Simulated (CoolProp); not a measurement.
A simple Rankine cycle with neopentane: condensing at 304.15 K, boiler at 0.613 MPa, turbine inlet 350 K, turbine efficiency 0.8, pump efficiency 0.6, no recuperator. Each further row changes one setting.

Computed with CoolProp (reference Helmholtz-energy equation of state, Lemmon 2006). It is a short technical equation, of lower accuracy than the large ones.

```tsv
case	thermal efficiency (%)	net work (kJ/kg)	heat in (kJ/kg)	turbine exit temperature (K)	volume ratio over the turbine
as stated	7.9	29.2	370	327.1	3.07
turbine inlet 370 K	[?]	31.7	412	348.0	3.02
condensing temperature 296.15 K	[?]	[?]	[?]	322.4	[?]
boiler pressure 0.429 MPa	5.5	20.6	377	[?]	2.09
turbine efficiency 0.7	6.9	25.4	370	329.1	3.09
```

### Question
Complete the blanks.

### Answer

- turbine inlet 370 K, thermal efficiency (%): 7.7
- condensing temperature 296.15 K, thermal efficiency (%): 9.3
- condensing temperature 296.15 K, net work (kJ/kg): 36.2
- condensing temperature 296.15 K, heat in (kJ/kg): 388
- condensing temperature 296.15 K, volume ratio over the turbine: 3.94
- boiler pressure 0.429 MPa, turbine exit temperature (K): 335.5
